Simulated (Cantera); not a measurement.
What does this Cantera script print?

```python
import numpy as np
import cantera as ct

surf = ct.Interface("ptcombust.yaml", "Pt_surf")
gas = surf.adjacent["gas"]
gas.TPX = 1250, 36000, {'CH4': 0.039, 'O2': 0.012, 'N2': 0.79}
surf.TP = 1250, 36000
reactor = ct.FlowReactor(gas, clone=False)
reactor.area = 0.0001  # m2
reactor.surface_area_to_volume_ratio = 590  # 1/m
reactor.mass_flow_rate = 1.4 * reactor.area * gas.density  # inlet velocity 1.4 m/s
reactor.energy_enabled = False
wall = ct.ReactorSurface(surf, reactor, clone=False)
net = ct.ReactorNet([reactor])
net.rtol, net.atol = 1e-8, 1e-16
show, cover = ['CH4', 'O2', 'H2O', 'CO2', 'CO'], ['PT(S)', 'H(S)', 'O(S)', 'OH(S)', 'CO(S)', 'C(S)']

rows = []
print(f"{'z/m':>9s}{'u/(m/s)':>9s}" + "".join(f"{s:>13s}" for s in show + cover))
for z in [0.0005, 0.00083, 0.0014, 0.0023, 0.0038, 0.0064, 0.011, 0.018, 0.03, 0.05]:
    net.advance(z)
    rows.append([reactor.speed, *gas[show].X, *surf[cover].coverages])
    print(f"{z:9.4g}{rows[-1][0]:9.3g}" + "".join(f"{x:13.4e}" for x in rows[-1][1:]))
```

Result:

```
      z/m  u/(m/s)          CH4           O2          H2O          CO2           CO        PT(S)         H(S)         O(S)        OH(S)        CO(S)         C(S)
   0.0005     1.43   3.1643e-02   4.7313e-03   4.6680e-03   5.8600e-06   1.3868e-02   5.5041e-01   2.2287e-03   3.1388e-07   3.7646e-07   4.0118e-03   4.4335e-01
  0.00083     1.43   2.9237e-02   3.6237e-03   4.5382e-03   6.0904e-06   1.6114e-02   3.9167e-01   2.0157e-03   9.7341e-08   1.7486e-07   2.3509e-03   6.0396e-01
   0.0014     1.43   2.7560e-02   2.9022e-03   4.3474e-03   6.1530e-06   1.7678e-02   2.6935e-01   1.7493e-03   3.2189e-08   8.5738e-08   1.2167e-03   7.2769e-01
   0.0023     1.44   2.6460e-02   2.4471e-03   4.1865e-03   6.1703e-06   1.8703e-02   1.9167e-01   1.5193e-03   1.2756e-08   4.7406e-08   6.5093e-04   8.0616e-01
   0.0038     1.44   2.5639e-02   2.1149e-03   4.0515e-03   6.1793e-06   1.9468e-02   1.3868e-01   1.3205e-03   5.5061e-09   2.7710e-08   3.5431e-04   8.5965e-01
   0.0064     1.44   2.4979e-02   1.8520e-03   3.9357e-03   6.1898e-06   2.0082e-02   1.0088e-01   1.1458e-03   2.4705e-09   1.6604e-08   1.9324e-04   8.9778e-01
    0.011     1.44   2.4432e-02   1.6356e-03   3.8356e-03   6.2063e-06   2.0591e-02   7.3496e-02   9.9196e-04   1.1316e-09   1.0079e-08   1.0511e-04   9.2541e-01
    0.018     1.44   2.4020e-02   1.4736e-03   3.7586e-03   6.2303e-06   2.0975e-02   5.5596e-02   8.7195e-04   5.7424e-10   6.5309e-09   6.1236e-05   9.4347e-01
     0.03     1.44   2.3657e-02   1.3310e-03   3.6900e-03   6.2696e-06   2.1313e-02   4.1887e-02   7.6391e-04   2.9062e-10   4.2235e-09   3.5307e-05   9.5731e-01
     0.05     1.44   2.3344e-02   1.2084e-03   3.6308e-03   6.3314e-06   2.1604e-02   3.1711e-02   6.6997e-04   1.4959e-10   2.7602e-09   2.0505e-05   9.6760e-01
```

Cantera simulation using Deutschmann's 1995 Pt surface mechanism with GRI-Mech 3.0 gas chemistry; the numbers are that mechanism's predictions, not measurements. Catalytic surfaces can have several steady states; this one follows from the mechanism file's or the stated starting coverage. Mass transfer to the wall is taken as infinitely fast.
